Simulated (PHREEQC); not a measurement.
Make-up at 25 °C: 0.0012 mol NaHS, 0.23 mol HCl and 0.00013 mol ZnCl2 per kg of water. Closed to the air; pH follows from the charge balance.

Model: ion-association model, phreeqc.dat, run in PHREEQC.

This is a speciation only: nothing precipitates in the calculation.

Task: Order these Zn species by the share of Zn that they hold, largest first: Zn+2, ZnCl3-, ZnCl2, ZnCl+.

Result: Zn+2 (83 %), ZnCl+ (15 %), ZnCl2 (1.7 %), ZnCl3- (0.45 %)

The pH is 0.74 and the ionic strength 0.230 mol/kgw.
